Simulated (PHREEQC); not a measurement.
Consider water at 28 °C with 0.021 mol/kgw CuSO4 and 0.21 mol/kgw H3BO3. Closed to the air; pH follows from the charge balance.

Model: ion-association model, wateq4f.dat, run in PHREEQC.

This is a speciation only: nothing precipitates in the calculation.

Question: Order these Cu species by the share of Cu that they hold, largest first: Cu+2, CuSO4, Cu2(OH)2+2.

Answer: Cu+2 (63 %), CuSO4 (37 %), Cu2(OH)2+2 (0.12 %)

The pH is 4.70 and the ionic strength 0.0530 mol/kgw. The solution is supersaturated, for example in Antlerite, Brochantite, so a real one may precipitate; this is no full list. Species that the database lacks are ignored.
